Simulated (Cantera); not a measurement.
## Silicon carbide growth: (CH₃)₂SiCl₂ + CH₄ + H₂

Feed: 1 mol (CH₃)₂SiCl₂, 0.03 mol CH₄, 260 mol H₂, equilibrated at 2373 K and 28.0 mbar.

Method: chemical equilibrium by Gibbs-energy minimisation in Cantera with the NASA 1993 tables (ideal gas, pure condensed phases). Candidate condensed phases: C, C₆H₆, C₇H₈, C₈H₁₈, Si, SiC; 109 gas species. The feed counts by its element totals alone. The tables' values for SiCl are old estimates; treat these amounts as uncertain. Gases not in the tables: Si₂H₆ and higher silanes. Equilibrium is a limit: real reactors are often held back by kinetics, nucleation or transport.

x(H₂): 0.906
x(H): 0.0795
x(HCl): 0.00679
x(C₂H₂ (acetylene)): 0.00330
x(Si): 0.00297
x(Cl): 0.000426
x(SiC₂): 0.000310
x(SiH): 0.000153
x(Si₂C): 6.31e-5
gas amount: 276.0 mol
log10 activity of C(graphite) (absent): -0.11
log10 activity of Si(l) (absent): -1.32
